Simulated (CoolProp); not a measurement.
Dimethyl carbonate along the isotherm 600 K: Z from the reference equation and from simpler models built on Tc = 557.0 K, pc = 49.09 bar, ω = 0.346; each cubic takes its own stable root.

Computed with CoolProp (reference Helmholtz-energy equation of state, Zhou 2011).

| p (bar) | phase | reference | van der Waals | Soave-Redlich-Kwong |
|---|---|---|---|---|
| 54.5 | supercritical | 0.6227 | 0.6015 | 0.6454 |
| 109 | supercritical | 0.3897 | 0.4789 | 0.4525 |
| 164 | supercritical | 0.4885 | 0.6397 | … |
| 218 | supercritical | … | 0.7984 | … |
| 273 | supercritical | 0.7133 | 0.9572 | 0.7853 |
| 327 | supercritical | 0.8233 | 1.110 | … |
| 382 | supercritical | 0.9334 | 1.264 | 1.009 |
| 436 | supercritical | … | … | 1.118 |
| 491 | supercritical | 1.146 | 1.562 | 1.227 |

Question: Fill in the missing entries.

Answer: 
- 164, Soave-Redlich-Kwong: 0.5553
- 218, reference: 0.5998
- 218, Soave-Redlich-Kwong: 0.6694
- 327, Soave-Redlich-Kwong: 0.8973
- 436, reference: 1.040
- 436, van der Waals: 1.413
